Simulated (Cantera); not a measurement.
A freely propagating, adiabatic, planar premixed flame of H2 : O2 : N2 : H2O = 1 : 0.5 : 1.88 : 0.1 (molar parts), unburnt at 350 K and 1130 Torr; mixture-averaged transport, grid criteria slope 0.08 and curve 0.16, no radiation.

Model: the H2/O2 subset of GRI-Mech 3.0, which has no nitrogen chemistry, integrated in Cantera. Burning velocities carry a grid error of a few per cent, more on coarse grids.

Question: Predict: laminar burning velocity; thermal thickness; peak x(OH); peak x(H2O2); peak x(O).

Answer: 
| Quantity | Value |
|---|---|
| laminar burning velocity | 270 cm/s |
| thermal thickness | 0.212 mm |
| peak x(OH) | 0.0141 |
| peak x(H2O2) | 0.000113 |
| peak x(O) | 0.00799 |
